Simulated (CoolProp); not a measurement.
R141b along the isotherm 500 K: fugacity coefficient from the reference equation and from simpler models built on Tc = 477.5 K, pc = 4212 kPa, ω = 0.220; each cubic takes its own stable root.

Model: reference Helmholtz-energy equation of state, Lemmon 2006, in CoolProp. It is a short technical equation, of lower accuracy than the large ones.

```
p (kPa)          phase  reference
-------  -------------  ---------
133                gas     0.9912
225                gas     0.9851
379                gas     0.9750
640                gas     0.9578
1080               gas     0.9290
1820               gas     0.8808
3080               gas     0.7989
5190     supercritical     0.6566
8760     supercritical     0.4622
14800    supercritical     0.3395
25000    supercritical     0.2782
42100    supercritical     0.2719
```

**Question.** How far does each simpler model (Redlich-Kwong, Soave-Redlich-Kwong, Peng-Robinson) lie from the reference over these 12 states: mean and median of the absolute difference, and the worst?

**Answer.** 
- Redlich-Kwong: mean 1.7 %, median 0.6 %, worst +7.6 % at 500 K and 42100 kPa
- Soave-Redlich-Kwong: mean 2.5 %, median 0.4 %, worst +11.5 % at 500 K and 42100 kPa
- Peng-Robinson: mean 2.1 %, median 2.1 %, worst -5.4 % at 500 K and 42100 kPa
